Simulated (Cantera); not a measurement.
Standard-state values (1 bar) from the NASA 1993 polynomials, evaluated with Cantera. Values are per mole of reaction as written; species without (g) are pure solids or liquids, kept so even where they would boil at 1 bar.

Ca(g) + CO(g) ⇌ CaO + C, with ΔH° = -702.4 kJ and ΔS° = -308.6 J/K at 300 K.

Question: How far is the shortcut ΔG° ≈ ΔH°(300 K) − T·ΔS°(300 K) from the full temperature-dependent value at 1673, 1873, 2073, 2273, 2473, 2673 K?

Answer: 
```
T (K)  shortcut (kJ)  full (kJ)  difference (kJ)  difference in log10 K
-----  -------------  ---------  ---------------  ---------------------
1673          -186.1     -206.6             20.5                  -0.64
1873          -124.4     -150.8             26.4                  -0.74
2073           -62.7      -95.6             32.8                  -0.83
2273            -1.0      -40.8             39.8                  -0.92
2473            60.7       13.4             47.3                  -1.00
2673           122.4       67.2             55.2                  -1.08
```
The shortcut ignores the heat-capacity change of the reaction.
